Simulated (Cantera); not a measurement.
Input: 1 mol Fe₃O₄, 5 mol C, 0.11 mol CO, 3 mol CH₄, held at 925 K and 0.100 bar.

Cantera equilibrium calculation (NASA polynomials, part measured and part estimated; ideal gas, pure solids and liquids). Candidate condensed phases: C, C₆H₆, C₇H₈, C₈H₁₈, Fe, Fe(CO)₅, FeO, Fe(OH)₂, Fe(OH)₃, Fe₂O₃, Fe₃O₄, H₂O; 114 gas species. Condensed phases not in the tables: cementite and carbon dissolved in iron. Kinetics and transport are ignored.

Base state: H₂ 0.591, CO 0.338, CO₂ 0.0343, H₂O 0.0296, CH₄ 0.00792 (mole fractions); condensed: C(graphite) + Fe(α).

### Question
What changes in the equilibrium state with this change: temperature from 925 K to 2600 K?

### Answer
```tsv
species	before	after
H₂	0.591	0.395
CO	0.338	0.302
Fe	<1e-9	0.220
H	<1e-9	0.0763
CO₂	0.0343	2.69e-8
H₂O	0.0296	2.29e-7
C₂H₂ (acetylene)	<1e-9	0.00641
C₂H	<1e-9	0.000109
C₄H₂	<1e-9	4.31e-5
C(graphite), mol	4.53	3.82
Fe(α), mol	3.00	0
```
